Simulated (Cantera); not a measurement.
Input (Python, Cantera):

```python
import numpy as np
import cantera as ct

gas = ct.Solution("gri30.yaml")
gas.TPX = 700, 100000, {'CH4': 1, 'O2': 1.33, 'N2': 5.01, 'H2O': 0.15}
flame = ct.FreeFlame(gas, width=0.04)
flame.set_refine_criteria(ratio=3, slope=0.08, curve=0.16)
flame.transport_model = "mixture-averaged"
flame.solve(loglevel=0, auto=True)
z, T = flame.grid, flame.T
thick = (T[-1] - T[0]) / np.gradient(T, z).max()
show = ['CH4', 'O2', 'H2O', 'CH2O', 'C2H', 'C2H2']
print(f"laminar burning velocity  {flame.velocity[0] * 100:.3f} cm/s")
print(f"burnt temperature         {T[-1]:.1f} K")
print(f"thermal thickness         {thick * 1e3:.4f} mm")
print(f"grid points               {len(z)}")
z0 = z[flame.heat_release_rate.argmax()]
print(f"{'z/mm':>9s}{'T/K':>9s}{'u/(m/s)':>9s}" + "".join(f"{s:>11s}" for s in show))
rows = []
for k in (-3, -2, -1.5, -1, -0.5, -0.25, 0, 0.25, 0.5, 1, 2, 4, 8):
    zz = z0 + k * thick
    rows.append([k * thick, np.interp(zz, z, T), np.interp(zz, z, flame.velocity),
                 *(np.interp(zz, z, flame.X[gas.species_index(s)]) for s in show)])
    print(f"{rows[-1][0] * 1e3:9.3f}{rows[-1][1]:9.1f}{rows[-1][2]:9.3f}" + "".join(f"{x:11.3e}" for x in rows[-1][3:]))
```

It prints:

```
laminar burning velocity  73.777 cm/s
burnt temperature         2157.4 K
thermal thickness         0.5855 mm
grid points               135
     z/mm      T/K  u/(m/s)        CH4         O2        H2O       CH2O        C2H       C2H2
   -1.756    700.7    0.742  1.327e-01  1.767e-01  2.009e-02  4.238e-07  2.181e-22  1.306e-07
   -1.171    707.1    0.754  1.311e-01  1.751e-01  2.105e-02  5.931e-06  2.543e-19  1.848e-06
   -0.878    725.5    0.779  1.285e-01  1.726e-01  2.374e-02  2.767e-05  2.107e-17  8.902e-06
   -0.585    821.5    0.895  1.186e-01  1.634e-01  3.644e-02  1.924e-04  2.096e-14  6.968e-05
   -0.293   1204.2    1.345  8.263e-02  1.243e-01  8.330e-02  9.003e-04  2.793e-10  5.312e-04
   -0.146   1548.8    1.757  4.826e-02  8.217e-02  1.254e-01  1.025e-03  3.732e-08  1.319e-03
    0.000   1867.9    2.148  1.661e-02  3.685e-02  1.651e-01  5.082e-04  9.832e-07  2.657e-03
    0.146   2035.6    2.353  3.971e-03  1.178e-02  1.839e-01  1.682e-04  2.674e-06  2.532e-03
    0.293   2096.5    2.425  1.150e-03  3.459e-03  1.877e-01  5.748e-05  2.189e-06  1.600e-03
    0.585   2129.0    2.459  2.287e-04  3.728e-04  1.861e-01  1.085e-05  8.122e-07  6.155e-04
    1.171   2141.4    2.471  3.872e-05  3.074e-05  1.839e-01  1.478e-06  1.533e-07  1.386e-04
    2.342   2147.1    2.477  4.459e-06  1.589e-05  1.834e-01  1.349e-07  1.414e-08  1.526e-05
    4.684   2151.6    2.481  2.363e-07  1.028e-05  1.836e-01  7.907e-09  5.155e-10  6.818e-07
```

Cantera simulation using GRI-Mech 3.0 (53 species, 325 reactions); the numbers are that mechanism's predictions, not measurements. Burning velocities carry a grid error of a few per cent, more on coarse grids.
